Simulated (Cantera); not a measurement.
Feed: 1 mol SiC, 0.21 mol N2O, 190 mol H2, 0.079 mol CO2, at 1798.15 K and 0.0320 bar.

Equilibrium computed with Cantera from the NASA thermochemical tables; the gas is ideal and each condensed phase is pure. Candidate condensed phases: C, C6H6, C7H8, C8H18, H2O, Si, SiC, SiO2, Si2N2O, Si3N4; 151 gas species. Kinetics and transport are ignored.

Base state: H2 0.995, H 0.00197, CO 0.00118, N2 0.00109, SiO 0.000751, Si 2.48e-5, HCN 1.87e-5 (mole fractions); condensed: SiC(s).

Question: What changes in the equilibrium state with this change: temperature from 1798.15 K to 2123.15 K?

Answer: 
```
species            before     after
----------------  -------  --------
H2                  0.995     0.975
H                 0.00197    0.0198
CO                0.00118   0.00170
Si                2.48e-5   0.00141
SiC2              3.10e-9   1.01e-5
Si2C              2.61e-7   6.30e-5
C2H2 (acetylene)  1.49e-6  0.000163
SiC(s), mol         0.849     0.624
```
Gases not in the tables: Si2H6 and higher silanes.
